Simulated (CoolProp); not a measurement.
Properties of oxygen along the isotherm -114.75 °C.

Computed with CoolProp (reference Helmholtz-energy equation of state, Schmidt 1985).

```tsv
p (MPa)	phase	cv (kJ/(kg K))	speed of sound (m/s)	Joule-Thomson coefficient (K/MPa)	conductivity (mW/(m K))	Prandtl number	fugacity coefficient
0.0399	gas	0.6508	239.7	8.258	14.5	0.752	0.9976
0.0621	gas	0.6512	239.6	8.260	14.5	0.753	0.9962
0.0967	gas	0.6519	239.3	8.264	14.5	0.755	0.9941
0.151	gas	0.6530	238.9	8.270	14.6	0.757	0.9908
0.235	gas	0.6547	238.3	8.279	14.7	0.760	0.9856
0.365	gas	0.6574	237.3	8.293	14.8	0.766	0.9777
0.569	gas	0.6618	235.7	8.314	15.0	0.775	0.9653
0.885	gas	0.6689	233.2	8.344	15.3	0.791	0.9462
1.38	gas	0.6811	229.2	8.383	15.8	0.821	0.9164
2.15	gas	0.7028	222.6	8.422	16.8	0.883	0.8704
3.34	gas	0.7471	211.3	8.377	19.2	1.05	0.7999
5.2	supercritical	0.9217	187.9	7.178	30.6	2.55	0.6867
8.1	supercritical	0.8320	337.2	1.169	63.5	2.24	0.5065
12.6	supercritical	0.8029	451.5	0.4267	73.8	1.66	0.3777
```

Viscosity comes from a separate model (Lemmon 2004). Thermal conductivity comes from a separate model (Lemmon 2004).
